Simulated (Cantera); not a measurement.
Chlorosilane synthesis and conversion: SiCl4 + Cl2 + H2

Charge: 1 mol SiCl4, 2.5 mol Cl2, 0.51 mol H2, held at 1200 K and 0.470 bar.

These are equilibrium values from Cantera (NASA tables, ideal gas, pure condensed phases), not measurements of a reactor. Candidate condensed phases: Si; 19 gas species. Kinetics and transport are ignored.

The x(Cl2) is 0.493 and the x(HCl) is 0.254. The x(SiCl4) is 0.249, the x(Cl) is 0.00484 and the gas amount comes out as 4.020 mol. The log10 activity of Si(s) (absent) is -21.65.
